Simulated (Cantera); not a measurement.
A diamond (100) surface in a fixed gas of H2 with x(CH4) = 0.024, x(H) = 0.0021, at 1250 K, 9.00 Torr; coverages are run to steady state.

Computed with Cantera and the Harris–Goodwin 1993 mechanism for the reconstructed diamond (100) surface.

One state of this run: growth (µm/h) = 0.0288; θ c6HH = 0.423; θ c6H* = 0.0431; θ c6*H = 0.502; θ c6** = 0.0318; θ c6HM = 3.50e-5. θ: site fractions in the mechanism's names (c6HH fully hydrogenated, c6H* and c6*H radical sites, c6** diradical, c6HM methylated).

Which value of x(CH3) does it belong to?
(A) 0.00026
(B) 2.2e-06
(C) 2.4e-05
(D) 0.00012

C, 2.4e-05
